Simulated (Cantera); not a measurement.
Input: 1 mol TiCl₄, 2.1 mol CH₄, held at 1273 K and 100000 Pa.

Cantera equilibrium calculation (NASA polynomials, part measured and part estimated; ideal gas, pure solids and liquids). Candidate condensed phases: C, C₆H₆, C₇H₈, C₈H₁₈, Ti, TiC, TiCl₂, TiCl₃, TiCl₄; 96 gas species. TiC: taken at fixed stoichiometry. Kinetics and transport are ignored.

Base state: H₂ 0.642, HCl 0.224, TiCl₄ 0.110, TiCl₃ 0.0209, CH₄ 0.00387 (mole fractions); condensed: C(graphite) + TiC(s).

Q: What changes in the equilibrium state with this change: temperature from 1273 K to 1550 K?

A: 
| species | before | after |
|---|---|---|
| H₂ | 0.642 | 0.532 |
| HCl | 0.224 | 0.380 |
| TiCl₄ | 0.110 | 0.0471 |
| TiCl₃ | 0.0209 | 0.0401 |
| Cl | 1.69e-7 | 1.31e-5 |
| H | 5.71e-7 | 2.30e-5 |
| TiCl₂ | 2.56e-6 | 8.11e-5 |
| CH₄ | 0.00387 | 0.000576 |
| C(graphite), mol | 1.80 | 1.60 |
| TiC(s), mol | 0.280 | 0.493 |
The tables' values for TiCl₂ are old estimates; treat these amounts as uncertain.
